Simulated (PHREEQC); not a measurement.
A column of 0.1 m (30 cells, dispersivity 0.008 m, 60 s a shift, diffusion coefficient 3e-10 m²/s) holds 0.0037 eq of the database's cation exchanger X per kg of pore water, first in equilibrium with 0.00033 mol ZnCl2 and 1e-05 mol HCl per kg of water. It is flushed with 0.0024 mol BaCl2 and 1e-05 mol HCl per kg of water, at 15 °C. Values are for the last cell. CO2 from the air is kept out. Precipitation was switched off in this run.

The series has 31 steps of pore volumes, from 0 to 4.017.

All values are PHREEQC results (ion-association model, phreeqc.dat), not measurements.

Problem. After how many pore volumes does Ba at the outlet first reach half of its feed value?

Solution. By 1.8 pore volumes.
